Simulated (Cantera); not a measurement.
A perfectly stirred reactor is fed with CH4 : O2 : N2 : CO2 = 1 : 4.08 : 15.3 : 0.91 (molar parts), equivalence ratio 0.49, at 140000 Pa; it is adiabatic with a 725 K inlet, and is followed from long to short residence time, starting on the burning branch (τ in s: 0.034, 0.019, 0.01, 0.0057, 0.0032, 0.0018, 0.00097, 0.00054, 0.0003, 0.00017, 9.1e-05).

Computed with Cantera and GRI-Mech 3.0 (53 species, 325 reactions).

Predict: blow-out, bracketed by the residence times tried; x(CH4) at τ = 34.0 ms; x(O2) at τ = 34.0 ms; x(C2H2) at τ = 34.0 ms; x(H) at τ = 34.0 ms; x(N2O) at τ = 34.0 ms; x(CH4) at τ = 1.80 ms; x(O2) at τ = 1.80 ms; x(C2H2) at τ = 1.80 ms; x(H) at τ = 1.80 ms; x(N2O) at τ = 1.80 ms.


- blow-out, bracketed by the residence times tried: burning at 0.170 ms, out at 91.0 µs
- x(CH4) at τ = 34.0 ms: 2.00e-5
- x(O2) at τ = 34.0 ms: 0.0977
- x(C2H2) at τ = 34.0 ms: 1.60e-9
- x(H) at τ = 34.0 ms: 1.59e-5
- x(N2O) at τ = 34.0 ms: 7.84e-7
- x(CH4) at τ = 1.80 ms: 0.000138
- x(O2) at τ = 1.80 ms: 0.0989
- x(C2H2) at τ = 1.80 ms: 6.13e-9
- x(H) at τ = 1.80 ms: 0.000229
- x(N2O) at τ = 1.80 ms: 8.34e-7
